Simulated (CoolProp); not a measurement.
Values from CoolProp's reference Helmholtz-energy equation of state, Lemmon 2006. It is a short technical equation, of lower accuracy than the large ones.

**Question.** For acetone, give the phase and the Z, cv (kJ/(kg K)), Joule-Thomson coefficient (K/MPa), isothermal compressibility (1/MPa) at 550 K and 101 bar.

**Answer.** 
- 550 K and 101 bar: supercritical; Z 0.329, cv 2.14, Joule-Thomson coefficient 2.63, isothermal compressibility 0.0677
